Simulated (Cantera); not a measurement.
Input: 1 mol C2H2, 0.039 mol CO2, 34 mol H2, 0.23 mol H2O, held at 0.100 bar.

These are equilibrium values from Cantera (NASA tables, ideal gas, pure condensed phases), not measurements of a reactor. Candidate condensed phases: C, C6H6, C7H8, C8H18, H2O; 110 gas species. Equilibrium is a limit: real reactors are often held back by kinetics, nucleation or transport.

Problem. What share of the C ends up in condensed phases as a function of T (K), at 2048, 2123, 2198, 2273, 2348, 2423, 2498?

Solution. 
```csv
T (K),C condensed (%),as
2048,81.2,C(graphite)
2123,79.1,C(graphite)
2198,76.1,C(graphite)
2273,72.0,C(graphite)
2348,66.3,C(graphite)
2423,58.8,C(graphite)
2498,49.0,C(graphite)
```
